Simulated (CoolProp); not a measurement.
Values from CoolProp's reference Helmholtz-energy equation of state, Lemmon 2013.

Question: Give the vapour pressure (MPa), liquid density (kg/m³), vapour Z, surface tension (mN/m) of saturated propylene at 334.3, 345.5 K.

Answer: 
```
T (K)  p (MPa)  liquid density (kg/m³)  vapour Z  surface tension (mN/m)
-----  -------  ----------------------  --------  ----------------------
334.3     2.59                     431     0.645                    2.72
345.5     3.22                     397     0.573                    1.56
```

Surface tension comes from a separate correlation (Mulero 2012).
